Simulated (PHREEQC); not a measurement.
1 kg of water holding 0.24 mol/kgw Na2SO4, 0.18 mol/kgw NaHCO3, 0.18 mol/kgw Na2CO3, 0.0051 mol/kgw KCl and 0.13 mol/kgw NaCl is evaporated at 25 °C; the solids stay in contact with the brine. CO2 is held at log p = -3.4 (atm). Solids allowed: Arcanite, Burkeite, Glaserite, Halite, Kalicinite, Mirabilite, Misenite, Nahcolite, Natron, Sylvite, Thenardite, Trona. Others were left out.

The series has 15 steps of water left (kg), from 1.001 to 0.05973.

All values are PHREEQC results (Pitzer model, pitzer.dat), not measurements.

**Question.** Which solids form, in which order, and at which step of the series does each first stand?

**Answer.** Trona from water left = 0.141 kg (pH 9.95); Mirabilite from water left = 0.1048 kg (pH 9.92), last present at water left = 0.08583 kg; Thenardite from water left = 0.08583 kg (pH 9.89).
